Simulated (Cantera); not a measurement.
Charge: 1 mol ZrO2, a varied amount of H2, 40 mol N2, equilibrated at 1 atm.

These are equilibrium values from Cantera (NASA tables, ideal gas, pure condensed phases), not measurements of a reactor. Candidate condensed phases: H2O, Zr, ZrN, ZrO2; 28 gas species. Mutual solubility and eutectic melting of coexisting phases are not modelled. ZrN: taken at fixed stoichiometry. Condensed phases not in the tables: solid solutions among these carbides, nitrides and lower oxides. Rates play no part.

Stable condensed phases, one row left out:

```
T in °C \ n(H2) in mol
         0.58 0.75 0.96  1.2  1.6  2.1  2.7  3.5  4.5
   1752     A    B    B    B    B    B    B    B    B
   1602     A    A    A    A    B    B    B    B    B
   1527     A    A    A    A    A    B    B    B    B
   1452     A    A    A    A    A    A    B    B    B
   1377     A    A    A    A    A    A    A    B    B
   1302     A    A    A    A    A    A    A    A    A
   1227     A    A    A    A    A    A    A    A    A
   1152     A    A    A    A    A    A    A    A    A
   1077     A    A    A    A    A    A    A    A    A
   1002     A    A    A    A    A    A    A    A    A
```

A: ZrO2; B: ZrN + ZrO2.

### Question
Give the row for 1677 °C.

### Answer
0.58: ZrO2; 0.75: ZrO2; 0.96: ZrN + ZrO2; 1.2: ZrN + ZrO2; 1.6: ZrN + ZrO2; 2.1: ZrN + ZrO2; 2.7: ZrN + ZrO2; 3.5: ZrN + ZrO2; 4.5: ZrN + ZrO2.
